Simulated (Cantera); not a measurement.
A perfectly stirred reactor is fed with 4.30 % C2H6, 13.7 % O2, 80.8 % N2, 1.20 % H2O, at 0.350 bar; it is adiabatic with a 350 K inlet, and is followed from long to short residence time, starting on the burning branch (τ in s: 0.44, 0.15, 0.054, 0.019, 0.0065, 0.0023, 0.00078, 0.00027, 9.5e-05, 3.3e-05, 1.1e-05).

Computed with Cantera and GRI-Mech 3.0 (53 species, 325 reactions).

Q: Predict: blow-out, bracketed by the residence times tried; x(C2H6) at τ = 0.440 s; x(O2) at τ = 0.440 s; x(NO) at τ = 0.440 s; x(CH2) at τ = 0.440 s; x(C2H2) at τ = 0.440 s; x(C2H6) at τ = 2.30 ms; x(O2) at τ = 2.30 ms; x(NO) at τ = 2.30 ms; x(CH2) at τ = 2.30 ms; x(C2H2) at τ = 2.30 ms.

A: 
- blow-out, bracketed by the residence times tried = burning at 2.30 ms, out at 0.780 ms
- x(C2H6) at τ = 0.440 s = 6.22e-7
- x(O2) at τ = 0.440 s = 0.000750
- x(NO) at τ = 0.440 s = 0.000143
- x(CH2) at τ = 0.440 s = 1.28e-7
- x(C2H2) at τ = 0.440 s = 3.73e-6
- x(C2H6) at τ = 2.30 ms = 4.34e-5
- x(O2) at τ = 2.30 ms = 0.00781
- x(NO) at τ = 2.30 ms = 4.90e-5
- x(CH2) at τ = 2.30 ms = 3.61e-6
- x(C2H2) at τ = 2.30 ms = 1.91e-5
